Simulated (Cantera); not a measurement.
An isothermal, constant-pressure homogeneous reactor starts with C2H6 : N2 = 1 : 77 (molar parts), at 1975 K and 0.950 bar.

Model: GRI-Mech 3.0 (53 species, 325 reactions), integrated in Cantera. GRI-Mech 3.0 stops at C3 and has no aromatics, soot or wall deposition, so with more carbon than oxygen in the feed, carbon stays in small species such as C2H2 where larger ones or solid carbon would form.

x: mole fraction; the columns are a selection and need not sum to one.

```
t (s)       x C2H6    x CH2     x HCN    x H2     x CH4    x C2H4
--------  --------  -------  --------  ------  --------  --------
0.000200   2.06e-6  4.40e-6   8.08e-5  0.0218   0.00178  0.000103
0.000406   1.02e-6  2.56e-6   8.41e-5  0.0223   0.00155   4.14e-5
0.000825   5.80e-7  1.84e-6   8.78e-5  0.0228   0.00125   2.30e-5
0.00168    3.02e-7  1.38e-6   9.32e-5  0.0234  0.000895   1.27e-5
0.00340    1.20e-7  9.23e-7         …  0.0240  0.000551   6.31e-6
0.00691    3.66e-8  5.36e-7         …  0.0244  0.000297   3.45e-6
0.0140     9.22e-9  2.78e-7         …  0.0246  0.000146   2.54e-6
0.0285     2.03e-9  1.33e-7         …  0.0248   6.80e-5   2.32e-6
0.0579    3.93e-10  5.87e-8  0.000148  0.0248   2.96e-5   2.27e-6
0.118     6.85e-11  2.38e-8  0.000158  0.0249   1.19e-5   2.26e-6
0.239     1.72e-11  1.02e-8  0.000166  0.0249   5.04e-6   2.26e-6
0.485     1.16e-11  7.22e-9  0.000173  0.0249   3.57e-6   2.26e-6
0.985     1.16e-11  7.24e-9  0.000185  0.0249   3.58e-6   2.26e-6
2.00      1.19e-11  7.43e-9         …  0.0249   3.68e-6   2.26e-6
```

What belongs in the gaps?


- 0.00340, x HCN: 0.000101
- 0.00691, x HCN: 0.000111
- 0.0140, x HCN: 0.000123
- 0.0285, x HCN: 0.000136
- 2.00, x HCN: 0.000209
